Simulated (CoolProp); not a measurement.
Vapour-liquid equilibrium of n-hexane (1) + m-xylene (2) at 171.15 °C; x and y are mole fractions of (1).

Model: multi-fluid Helmholtz-energy mixture model, Thol 2019 and Zhou 2012; pair parameters Bell 2016, in CoolProp.

| x | bubble pressure (bar) | y at the bubble point | dew pressure at overall composition x (bar) | liquid density (mol/L) |
|---|---|---|---|---|
| 0.05 | 2.661 | 0.191 | 2.330 | [?] |
| 0.2 | [?] | 0.536 | [?] | 6.641 |
| 0.35 | [?] | 0.707 | [?] | 6.498 |
| 0.5 | 6.979 | 0.805 | 3.877 | 6.335 |
| 0.65 | [?] | 0.870 | 4.983 | 6.153 |
| 0.8 | 9.452 | 0.924 | [?] | 5.956 |
| 0.95 | [?] | 0.979 | 10.05 | 5.748 |

Question: Some entries are withheld; supply them.

Answer: 
- 0.05, liquid density (mol/L): 6.765
- 0.2, bubble pressure (bar): 4.097
- 0.2, dew pressure at overall composition x (bar): 2.686
- 0.35, bubble pressure (bar): 5.585
- 0.35, dew pressure at overall composition x (bar): 3.173
- 0.65, bubble pressure (bar): 8.247
- 0.8, dew pressure at overall composition x (bar): 6.899
- 0.95, bubble pressure (bar): 10.71

No azeotrope shows between x = 0.05 and 0.95.

Pair parameters are fitted to limited data, so mixtures are less certain than the pure fluids. The gap from Raoult's law changes sign with composition, which may be real or a fault of the pair parameters; it wasn't checked against measurements.
